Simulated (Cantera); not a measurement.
An isothermal, constant-pressure homogeneous reactor starts with H₂ : O₂ = 0.0093 : 1 (molar parts), equivalence ratio 0.0046, at 1275 K and 0.00957 atm.

Model: GRI-Mech 3.0 (53 species, 325 reactions), integrated in Cantera. Radical loss at walls, strong at low pressure, is not modelled.

One state of this run: x H₂ = 2.43e-5; x O₂ = 0.985; x H₂O₂ = 9.94e-9; x H₂O = 0.00874; x H = 0.000178; x HO₂ = 3.75e-7. x: mole fraction; the columns are a selection and need not sum to one.

Task: Which value of t (s) does it belong to?
A) 0.0834
B) 0.0300
C) 0.232
D) 0.000500

Result: C, 0.232
